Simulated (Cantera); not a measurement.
A Cantera script and what it prints.

```python
import numpy as np
import cantera as ct

gas_names = """
    O Mg CO2
""".split()
cond_names = """
    MgCO3(s)
""".split()


# ... load() reads the species with a 1 bar reference pressure and builds the phases ...
species = {s.name: s for s in load("nasa_gas.yaml", gas_names) + load("nasa_condensed.yaml", cond_names)}
# Each term lists the table entries of one substance; the one whose range holds T is used.
reactions = {
    'O(g) + Mg(g) + CO2(g) = MgCO3':
        [(-1, ['O']), (-1, ['Mg']), (-1, ['CO2']), (1, ['MgCO3(s)'])],
}


def pick(names, T):
    return next(species[n] for n in names if species[n].thermo.min_temp <= T <= species[n].thermo.max_temp)


results = []
for label, terms in reactions.items():
    print(label)
    print("     T/K   dH/kJ  dS/(J/K)   dG/kJ   log10 K")
    for T in [500, 550, 600, 650, 700, 750, 800, 850, 900, 950, 1000]:
        used = [(nu, pick(names, T)) for nu, names in terms]
        dH = sum(nu * s.thermo.h(T) for nu, s in used) / 1e6
        dS = sum(nu * s.thermo.s(T) for nu, s in used) / 1e3
        dG = dH - T * dS / 1e3
        logK = -dG * 1e6 / (ct.gas_constant * T * np.log(10))
        results.append((label, T, dH, dS, dG, logK, [s.name for _, s in used]))
        print(f"{T:8g} {dH:8.1f} {dS:8.1f} {dG:8.1f} {logK:8.2f}")
```

Result:

```
O(g) + Mg(g) + CO2(g) = MgCO3
     T/K   dH/kJ  dS/(J/K)   dG/kJ   log10 K
     500  -1113.3   -455.0   -885.8    92.54
     550  -1112.6   -453.6   -863.1    81.97
     600  -1111.6   -452.0   -840.4    73.16
     650  -1110.6   -450.3   -817.9    65.72
     700  -1109.4   -448.6   -795.4    59.35
     750  -1108.1   -446.8   -773.0    53.84
     800  -1106.7   -445.0   -750.7    49.02
     850  -1105.2   -443.2   -728.5    44.77
     900  -1103.6   -441.3   -706.4    41.00
     950  -1101.9   -439.5   -684.4    37.63
    1000  -1100.2   -437.7   -662.5    34.60
```

Standard-state values (1 bar) from the NASA 1993 polynomials, evaluated with Cantera. Condensed species are held in their standard states even where they would react or evaporate.
